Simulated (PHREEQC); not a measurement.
Solution (25 °C): 0.21 mol/kgw HF, 0.0054 mol/kgw KF and 0.0001 mol/kgw H2SiF6. Closed to the air; pH follows from the charge balance.

The numbers come from PHREEQC with the ion-association model, phreeqc.dat.

This is a speciation only: nothing precipitates in the calculation.

**Question.** Order these F species by the share of F that they hold, largest first: HF2-, F-, SiF6-2, HF.

**Answer.** HF (87 %), HF2- (7.6 %), F- (5.3 %), SiF6-2 (0.28 %)

The pH is 1.89 and the ionic strength 0.0198 mol/kgw. SiF6-2 is the database's only silicon fluoride.
